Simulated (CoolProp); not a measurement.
Properties of nitrogen at several states.

Computed with CoolProp (reference Helmholtz-energy equation of state, Span 2000).

```tsv
T (°C)	p (kPa)	phase	Z	cp (kJ/(kg K))	speed of sound (m/s)	isothermal compressibility (1/MPa)	expansivity (1/kK)	fugacity coefficient
270.75	12200	supercritical	1.056	1.107	508.3	0.07723	1.836	1.055
494.65	1660	gas	1.007	1.117	561.6	0.5984	1.299	1.007
699.55	854	gas	1.003	1.162	624.7	1.167	1.026	1.003
364.15	1210	gas	1.005	1.086	513.6	0.8222	1.568	1.005
170.55	64.1	gas	1.000	1.049	428.8	15.60	2.255	1.000
406.75	51	gas	1.000	1.093	526.5	19.60	1.471	1.000
```
